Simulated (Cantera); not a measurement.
Input (Python, Cantera):

```python
import numpy as np
import cantera as ct

gas = ct.Solution("gri30.yaml")
gas.TPX = 1800, 39000, {'NO': 1, 'N2': 0.12}
reactor = ct.IdealGasConstPressureReactor(gas, energy="off", clone=False)
net = ct.ReactorNet([reactor])
net.rtol, net.atol = 1e-08, 1e-18
show = ['NO', 'O', 'O2', 'NO2', 'N2', 'N2O']
times = np.geomspace(4e-06, 30, 9)

steps = ct.SolutionArray(gas, extra=["t"])
rows = []
print(f"{'t/s':>10s}{'T/K':>9s}{'P/Pa':>11s}" + "".join(f"{s:>11s}" for s in show))
for t in times:
    while net.time < t:
        t_next = net.step()
        steps.append(gas.state, t=t_next)
    rows.append([np.interp(t, steps.t, y) for y in (steps.T, steps.P, *steps(*show).X.T)])
    print(f"{t:10.3e}{rows[-1][0]:9.1f}{rows[-1][1]:11.4g}" + "".join(f"{x:11.3e}" for x in rows[-1][2:]))
rate = np.gradient(steps.T, steps.t)
print("integrator steps:", len(steps.t))
if steps.T.max() > steps.T[0] + 200:
    print(f"time of steepest temperature rise: {steps.t[rate.argmax()]:.4e} s")
gas.TPX = 1800, 39000, {'NO': 1, 'N2': 0.12}
gas.equilibrate("TP")
print(f"equilibrium (TP): T = {gas.T:.1f} K  " + "  ".join(f"{s} {gas[s].X[0]:.3e}" for s in show))
```

Result:

```
       t/s      T/K       P/Pa         NO          O         O2        NO2         N2        N2O
 4.000e-06   1800.0    3.9e+04  8.929e-01  2.786e-07  1.018e-10  9.309e-09  1.071e-01  2.877e-07
 2.894e-05   1800.0    3.9e+04  8.929e-01  1.664e-06  4.749e-09  4.243e-07  1.071e-01  2.075e-06
 2.093e-04   1800.0    3.9e+04  8.928e-01  4.780e-06  1.678e-07  1.053e-05  1.071e-01  1.472e-05
 1.514e-03   1800.0    3.9e+04  8.926e-01  1.100e-05  9.156e-06  9.973e-05  1.072e-01  9.269e-05
 1.095e-02   1800.0    3.9e+04  8.912e-01  2.232e-05  5.172e-04  2.823e-04  1.077e-01  2.941e-04
 7.925e-02   1800.0    3.9e+04  8.810e-01  2.700e-05  5.553e-03  3.502e-04  1.128e-01  3.126e-04
 5.733e-01   1800.0    3.9e+04  8.120e-01  4.546e-05  3.988e-02  5.896e-04  1.473e-01  2.592e-04
 4.147e+00   1800.0    3.9e+04  4.943e-01  8.964e-05  1.986e-01  7.528e-04  3.062e-01  9.089e-05
 3.000e+01   1800.0    3.9e+04  7.917e-02  1.253e-04  4.066e-01  1.722e-04  5.139e-01  2.361e-06
integrator steps: 1030
equilibrium (TP): T = 1800.0 K  NO 5.074e-03  O 1.306e-04  O2 4.438e-01  NO2 1.153e-05  N2 5.510e-01  N2O 1.523e-07
```

Detailed kinetics in Cantera: GRI-Mech 3.0 (53 species, 325 reactions).
